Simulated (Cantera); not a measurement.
# Catalytic combustion on Pt

An isothermal plug-flow reactor at 700 K and 5.00 bar (inlet), inlet velocity 0.25 m/s, active area per volume 710 1/m; feed 2.22 % H2, 5.38 % O2, 92.4 % N2, equivalence ratio 0.21.

Computed with Cantera and Deutschmann's 1995 Pt surface mechanism with GRI-Mech 3.0 gas chemistry. Catalytic surfaces can have several steady states; this one follows from the mechanism file's or the stated starting coverage. Mass transfer to the wall is taken as infinitely fast.

| z (m) | x H2 | x O2 | x H2O | θ free Pt | θ O* | θ OH* |
|---|---|---|---|---|---|---|
| 0.00011 | 0.00229 | 0.0443 | 0.0202 | 0.0929 | 0.889 | 0.0182 |
| 0.00019 | 0.00136 | 0.0438 | 0.0211 | 0.0559 | 0.929 | 0.0146 |
| 0.00034 | 0.000766 | 0.0435 | 0.0217 | 0.0321 | 0.957 | 0.0114 |
| 0.00061 | 0.000422 | 0.0434 | 0.0220 | 0.0186 | 0.973 | 0.00876 |
| 0.0011 | 0.000223 | 0.0433 | 0.0222 | 0.0114 | 0.982 | 0.00689 |
| 0.0019 | 0.000113 | 0.0432 | 0.0224 | 0.00792 | 0.986 | 0.00578 |
| 0.0034 | 4.41e-5 | 0.0432 | 0.0224 | 0.00614 | 0.989 | 0.00510 |
| 0.0061 | 1.08e-5 | 0.0432 | 0.0225 | 0.00541 | 0.990 | 0.00479 |
| 0.011 | 1.01e-6 | 0.0432 | 0.0225 | 0.00521 | 0.990 | 0.00470 |
x: gas mole fraction; θ: surface coverage.
